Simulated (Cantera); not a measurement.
An adiabatic, constant-pressure homogeneous reactor starts with H2 : O2 : N2 = 1 : 0.294 : 1.62 (molar parts), at 1300 K and 10.0 bar.

Cantera simulation using the H2/O2 subset of GRI-Mech 3.0, which has no nitrogen chemistry; the numbers are that mechanism's predictions, not measurements. The hydrogen kinetics of GRI-Mech 3.0 are dated; newer H2 mechanisms differ, most at raised pressure.

One state of this run: T (K) = 2678; x H2 = 0.155; x O2 = 3.67e-5; x H2O = 0.221; x OH = 0.00234; x HO2 = 8.86e-8. x: mole fraction; the columns are a selection and need not sum to one.

Question: Which value of t (s) does it belong to?
A) 4.85e-6
B) 0.0340
C) 2.00e-6
D) 1.18e-5

Answer: B, 0.0340
